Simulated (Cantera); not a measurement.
Input (Python, Cantera):

```python
import numpy as np
import cantera as ct

gas = ct.Solution("gri30.yaml")
gas.TPX = 550, 76000, {'CH4': 1, 'O2': 4.08, 'N2': 15.3}
inlet = ct.Reservoir(gas, clone=True)
gas.equilibrate("HP")  # start burning
reactor = ct.IdealGasConstPressureReactor(gas, energy="on", clone=False)
exhaust = ct.Reservoir(gas, clone=True)
tau = [0.11, 0.054, 0.026, 0.013, 0.0062, 0.003, 0.0015, 0.00071, 0.00035, 0.00017, 8.2e-05, 4e-05, 1.9e-05][0]
for a, b in ((inlet, reactor), (reactor, exhaust)):
    ct.MassFlowController(a, b, mdot=lambda t: reactor.mass / tau)
net = ct.ReactorNet([reactor])
show = ['CH4', 'O2', 'NO', 'H', 'CH2']

rows = []
print(f"{'tau/s':>10s}{'T/K':>9s}" + "".join(f"{s:>11s}" for s in show))
for tau in [0.11, 0.054, 0.026, 0.013, 0.0062, 0.003, 0.0015, 0.00071, 0.00035, 0.00017, 8.2e-05, 4e-05, 1.9e-05]:
    net.initial_time = 0.0
    net.advance(30 * tau)
    before = gas.X
    net.advance(40 * tau)
    drift = np.max(np.abs(gas.X - before) / (gas.X + 1e-9))
    rows.append([gas.T, *gas[show].X, drift])
    print(f"{tau:10.3e}{gas.T:9.1f}" + "".join(f"{x:11.3e}" for x in gas[show].X))
```

Output:

```
     tau/s      T/K        CH4         O2         NO          H        CH2
 1.100e-01   1658.0  1.473e-05  1.019e-01  5.962e-06  1.412e-05  3.010e-08
 5.400e-02   1654.5  2.309e-05  1.020e-01  5.333e-06  2.789e-05  5.487e-08
 2.600e-02   1649.0  3.664e-05  1.020e-01  4.567e-06  5.585e-05  9.930e-08
 1.300e-02   1641.2  5.701e-05  1.021e-01  3.863e-06  1.065e-04  1.701e-07
 6.200e-03   1628.4  9.253e-05  1.024e-01  3.265e-06  2.072e-04  2.944e-07
 3.000e-03   1609.4  1.527e-04  1.030e-01  2.849e-06  3.819e-04  4.908e-07
 1.500e-03   1582.0  2.588e-04  1.040e-01  2.493e-06  6.443e-04  7.864e-07
 7.100e-04   1536.4  5.127e-04  1.064e-01  1.908e-06  1.006e-03  1.325e-06
 3.500e-04   1453.7  1.426e-03  1.126e-01  8.336e-07  1.117e-03  2.485e-06
 1.700e-04    550.0  4.907e-02  2.002e-01 -2.806e-21  1.065e-29 -4.090e-34
 8.200e-05    550.0  4.907e-02  2.002e-01 -5.038e-24  3.391e-32  8.053e-36
 4.000e-05    550.0  4.907e-02  2.002e-01 -3.183e-25  1.425e-32  1.785e-36
 1.900e-05    550.0  4.907e-02  2.002e-01 -2.010e-26  5.436e-33  2.797e-37
```

Detailed kinetics in Cantera: GRI-Mech 3.0 (53 species, 325 reactions).
